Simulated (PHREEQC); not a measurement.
HF is added in steps, without added water, to 1 kg of water holding 10 mmol/kgw Al2(SO4)3, at 25 °C. O2 is buffered at 0.21 atm. CO2 from the air is kept out. The run lets Gibbsite, Basaluminite precipitate or redissolve, and no other solid.

Base run: PHREEQC, ion-association model, wateq4f.dat. Each further column changes one thing. The table gives pH.

| HF added (mol) | base | Al2(SO4)3 from 0.01 to 0.009 mol/kgw | diluted 10-fold with water | Al2(SO4)3 replaced by ZnSO4 at the same molality | no solid may form |
|---|---|---|---|---|---|
| 0 | 3.75 | 3.75 | 3.87 | 5.75 | 4.01 |
| 0.0003325 | 3.65 | 3.64 | 3.55 | 3.75 | 3.65 |
| 0.0006175 | 3.43 | 3.42 | 3.29 | [?] | 3.43 |
| 0.00095 | 3.26 | 3.25 | 3.11 | 3.38 | 3.26 |
| 0.001283 | 3.14 | 3.13 | 2.99 | 3.29 | 3.14 |
| 0.001568 | 3.06 | 3.05 | 2.90 | [?] | 3.06 |
| 0.0019 | 2.98 | 2.97 | 2.82 | [?] | 2.98 |

Question: Some entries are withheld; supply them.

Answer: 
- 0.0006175, Al2(SO4)3 replaced by ZnSO4 at the same molality: 3.53
- 0.001568, Al2(SO4)3 replaced by ZnSO4 at the same molality: 3.23
- 0.0019, Al2(SO4)3 replaced by ZnSO4 at the same molality: 3.17

Fluoro complexes past AlF4- and FeF3 are missing from the database.  In at least one series the solution becomes supersaturated in solids that the run did not let form, among them Gibbsite, Basaluminite. Solids allowed in the column 'Al2(SO4)3 replaced by ZnSO4 at the same molality': Zn(OH)2-a, Zn4(OH)6SO4, Goslarite, ZnF2.
